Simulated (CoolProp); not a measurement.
Vapour-liquid equilibrium of C2F6 (R116) (1) + R143a (2) at -1.15 °C; x and y are mole fractions of (1).

Computed with CoolProp (multi-fluid Helmholtz-energy mixture model, Lemmon 2006 and Lemmon and Jacobsen 2000; pair parameters Bell 2016).

| x | bubble pressure, mixture model (MPa) | bubble pressure, Raoult's law (MPa) | y, mixture model | y, Raoult's law |
|---|---|---|---|---|
| 0.05 | 0.7335 | 0.6573 | 0.195 | 0.136 |
| 0.2 | … | 0.8359 | … | 0.428 |
| 0.35 | 1.298 | 1.015 | … | 0.617 |
| 0.5 | … | 1.193 | 0.690 | 0.749 |
| 0.65 | 1.603 | 1.372 | 0.763 | 0.847 |
| 0.8 | … | 1.550 | 0.846 | 0.923 |
| 0.95 | 1.781 | 1.729 | 0.954 | 0.983 |

### Question
Complete the blanks.

### Answer

- 0.2, bubble pressure, mixture model (MPa): 1.064
- 0.2, y, mixture model: 0.478
- 0.35, y, mixture model: 0.607
- 0.5, bubble pressure, mixture model (MPa): 1.469
- 0.8, bubble pressure, mixture model (MPa): 1.711

The largest gap from Raoult's law is +27.9 % in bubble pressure, at x = 0.35. No azeotrope shows between x = 0.05 and 0.95.

Pair parameters are fitted to limited data, so mixtures are less certain than the pure fluids.
